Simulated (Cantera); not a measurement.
## Adiabatic ignition

An adiabatic, constant-volume homogeneous reactor starts with CH4 : H2 : O2 : N2 = 1 : 1.4 : 1.47 : 5.53 (molar parts), equivalence ratio 1.8, at 1400 K and 1000000 Pa.

Cantera simulation using GRI-Mech 3.0 (53 species, 325 reactions); the numbers are that mechanism's predictions, not measurements.

| t (s) | T (K) | P (bar) | x CH4 | x H2 | x O2 | x NO2 | x CO2 | x HCO | x CH2 |
|---|---|---|---|---|---|---|---|---|---|
| 3.00e-6 | 1400 | 10.0 | 0.106 | 0.149 | 0.156 | <1e-12 | 9.22e-11 | 2.05e-12 | 3.18e-12 |
| 7.08e-6 | 1400 | 10.0 | 0.106 | 0.149 | 0.156 | <1e-12 | 1.96e-8 | 6.28e-10 | 5.16e-10 |
| 1.67e-5 | 1445 | 10.3 | 0.102 | 0.146 | 0.152 | 5.73e-12 | 1.26e-5 | 8.02e-7 | 6.02e-8 |
| 3.95e-5 | 2961 | 22.5 | 6.71e-10 | 0.156 | 8.72e-5 | 2.65e-8 | 0.0133 | 1.82e-6 | 1.13e-10 |
| 9.31e-5 | 2960 | 22.5 | 6.39e-10 | 0.156 | 8.61e-5 | 3.85e-8 | 0.0133 | 1.82e-6 | 1.06e-10 |
| 0.000220 | 2959 | 22.5 | 6.43e-10 | 0.156 | 8.55e-5 | 4.35e-8 | 0.0133 | 1.81e-6 | 1.07e-10 |
| 0.000519 | 2959 | 22.5 | 6.43e-10 | 0.156 | 8.55e-5 | 4.38e-8 | 0.0133 | 1.81e-6 | 1.07e-10 |
| 0.00122 | 2959 | 22.5 | 6.43e-10 | 0.156 | 8.55e-5 | 4.38e-8 | 0.0133 | 1.81e-6 | 1.07e-10 |
| 0.00289 | 2959 | 22.5 | 6.43e-10 | 0.156 | 8.55e-5 | 4.38e-8 | 0.0133 | 1.81e-6 | 1.07e-10 |
| 0.00682 | 2959 | 22.5 | 6.43e-10 | 0.156 | 8.55e-5 | 4.38e-8 | 0.0133 | 1.81e-6 | 1.07e-10 |
| 0.0161 | 2959 | 22.5 | 6.43e-10 | 0.156 | 8.55e-5 | 4.38e-8 | 0.0133 | 1.81e-6 | 1.07e-10 |
| 0.0380 | 2959 | 22.5 | 6.43e-10 | 0.156 | 8.55e-5 | 4.38e-8 | 0.0133 | 1.81e-6 | 1.07e-10 |
| 0.0897 | 2959 | 22.5 | 6.43e-10 | 0.156 | 8.55e-5 | 4.38e-8 | 0.0133 | 1.81e-6 | 1.07e-10 |
| 0.212 | 2959 | 22.5 | 6.43e-10 | 0.156 | 8.55e-5 | 4.38e-8 | 0.0133 | 1.81e-6 | 1.07e-10 |
| 0.500 | 2959 | 22.5 | 6.43e-10 | 0.156 | 8.55e-5 | 4.38e-8 | 0.0133 | 1.81e-6 | 1.07e-10 |
x: mole fraction; the columns are a selection and need not sum to one.

| Quantity | Result |
|---|---|
| time of steepest temperature rise | 30.9 µs |
| temperature at 0.500 s | 2959 K |
| equilibrium temperature | 2959 K |
| x(CH4) at 0.500 s | 6.43e-10 (gas-phase equilibrium 7.26e-10) |
| x(H2) at 0.500 s | 0.156 (gas-phase equilibrium 0.156) |
| x(O2) at 0.500 s | 8.55e-5 (gas-phase equilibrium 8.55e-5) |
